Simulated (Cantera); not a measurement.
What does this Cantera script print?

```python
import numpy as np
import cantera as ct

gas = ct.Solution("gri30.yaml")
gas.TPX = 300, 49000, {'H2': 1, 'O2': 0.581, 'N2': 2.19}
inlet = ct.Reservoir(gas, clone=True)
gas.equilibrate("HP")  # start burning
reactor = ct.IdealGasConstPressureReactor(gas, energy="on", clone=False)
exhaust = ct.Reservoir(gas, clone=True)
tau = [0.18, 0.07, 0.028, 0.011, 0.0043, 0.0017, 0.00066, 0.00026, 0.0001, 4e-05][0]
for a, b in ((inlet, reactor), (reactor, exhaust)):
    ct.MassFlowController(a, b, mdot=lambda t: reactor.mass / tau)
net = ct.ReactorNet([reactor])
show = ['H2', 'O2', 'N2O', 'HO2', 'O', 'H']

rows = []
print(f"{'tau/s':>10s}{'T/K':>9s}" + "".join(f"{s:>11s}" for s in show))
for tau in [0.18, 0.07, 0.028, 0.011, 0.0043, 0.0017, 0.00066, 0.00026, 0.0001, 4e-05]:
    net.initial_time = 0.0
    net.advance(30 * tau)
    before = gas.X
    net.advance(40 * tau)
    drift = np.max(np.abs(gas.X - before) / (gas.X + 1e-9))
    rows.append([gas.T, *gas[show].X, drift])
    print(f"{tau:10.3e}{gas.T:9.1f}" + "".join(f"{x:11.3e}" for x in gas[show].X))
```

Result:

```
     tau/s      T/K         H2         O2        N2O        HO2          O          H
 1.800e-01   2231.0  4.674e-03  2.389e-02  1.385e-07  1.930e-06  8.910e-04  8.067e-04
 7.000e-02   2220.5  5.622e-03  2.455e-02  1.320e-07  2.043e-06  1.099e-03  1.086e-03
 2.800e-02   2195.7  7.609e-03  2.539e-02  1.185e-07  2.298e-06  1.543e-03  1.777e-03
 1.100e-02   2146.3  1.127e-02  2.680e-02  9.677e-08  2.947e-06  2.443e-03  3.454e-03
 4.300e-03   2064.6  1.660e-02  2.904e-02  7.601e-08  4.320e-06  3.984e-03  6.987e-03
 1.700e-03   1949.8  2.274e-02  3.213e-02  6.163e-08  6.623e-06  6.178e-03  1.327e-02
 6.600e-04   1800.0  2.880e-02  3.614e-02  5.157e-08  1.005e-05  8.848e-03  2.328e-02
 2.600e-04   1627.2  3.418e-02  4.114e-02  4.343e-08  1.482e-05  1.120e-02  3.651e-02
 1.000e-04   1429.1  4.329e-02  4.938e-02  3.376e-08  2.302e-05  1.181e-02  5.065e-02
 4.000e-05    300.0  2.652e-01  1.541e-01  3.030e-23  4.742e-18  7.383e-20  3.199e-24
```

Cantera simulation using GRI-Mech 3.0 (53 species, 325 reactions); the numbers are that mechanism's predictions, not measurements.
